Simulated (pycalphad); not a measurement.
# Phase fractions of Al-7.56Sn-0.14Si (at.%)

All values are pycalphad results on the COST 507 light-alloy database (1999) (1 atm), not direct measurements. The data set is of 1999 and partly superseded. Not assessed as a whole: an extrapolation from subsystems, which can miss ternary compounds. Phase fractions are per mole of atoms.

```
T (K)  liquid    fcc  diamond (Si)  bct (Sn)
-----  ------  -----  ------------  --------
950     1.000      -             -         -
875     0.498  0.502             -         -
800     0.111  0.889             -         -
725     0.091  0.909             -         -
650         ?      ?             -         -
575         ?      ?         0.001         -
500         -  0.922         0.001     0.076
```

Task: What belongs in the gaps?

Result: 
- 650, liquid: 0.083
- 650, fcc: 0.917
- 575, liquid: 0.079
- 575, fcc: 0.920
